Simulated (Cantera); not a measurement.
Feed: 1 mol Si₂Cl₆, 16 mol N₂, 0.79 mol H₂, held at 500 °C and 25.0 mbar.

Cantera equilibrium calculation (NASA polynomials, part measured and part estimated; ideal gas, pure solids and liquids). Candidate condensed phases: NH₄Cl, Si, Si₃N₄; 28 gas species. The feed counts by its element totals alone. N₂ is the only nitrogen source here; it is nearly inert below about 1500 K, so the nitride shown seldom forms there in practice. The numbers say what is thermodynamically allowed, not how fast it happens.

Base state: N₂ 0.856, HCl 0.0673, SiCl₄ 0.0662, H₂ 0.0101 (mole fractions); condensed: Si₃N₄(s).

Task: What changes in the equilibrium state with this change: temperature from 500 °C to 1802 °C?

Result: 
```csv
species,before,after
N₂,0.856,0.801
SiCl₂,<1e-9,0.0950
HCl,0.0673,0.0745
SiCl₄,0.0662,0.000224
Cl,<1e-9,0.0211
H₂,0.0101,0.00193
H,<1e-9,0.000740
SiCl,<1e-9,0.000344
Si,<1e-9,6.11e-5
SiCl₃,1.56e-7,0.00454
"Si₃N₄(s), mol",0.268,0
```
The tables' values for SiCl₃, SiCl are old estimates; treat these amounts as uncertain.

Task: What changes in the equilibrium state with this change: temperature from 500 °C to 1725 °C?

Result: 
```
species        before     after
-------------  ------  --------
N₂              0.856     0.805
SiCl₂           <1e-9    0.0927
HCl            0.0673    0.0765
SiCl₄          0.0662  0.000634
Cl              <1e-9    0.0159
H₂             0.0101   0.00132
H               <1e-9  0.000369
SiCl            <1e-9  0.000148
Si₃N₄(s), mol   0.268         0
```
The tables' values for SiCl₃, SiCl are old estimates; treat these amounts as uncertain.
